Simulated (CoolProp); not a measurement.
A single-stage vapour-compression cycle with R1132(E): evaporating at 253.15 K (dew point), condensing at 292.15 K (bubble point), superheat 2 K, subcooling 8 K, compressor efficiency 0.75, no pressure losses. Each further row changes one setting.

Computed with CoolProp (reference Helmholtz-energy equation of state, Akasaka 2024).

| case | cooling COP | pressure ratio | discharge temperature (K) | refrigerating effect (kJ/kg) | volumetric capacity (kJ/m³) |
|---|---|---|---|---|---|
| as stated | 4.23 | 3.41 | 322.9 | 223 | 3060 |
| evaporating temperature 258.15 K | 5.05 | 2.85 | 318.5 | 226 | 3690 |
| condensing temperature 287.15 K | 4.99 | 2.97 | 314.9 | 232 | 3190 |
| subcooling 13 K | 4.40 | 3.41 | 322.9 | 232 | 3190 |
| superheat 12 K | 4.19 | 3.41 | 333.8 | 233 | 3040 |
| compressor efficiency 0.65 | 3.67 | 3.41 | 329.9 | 223 | 3060 |
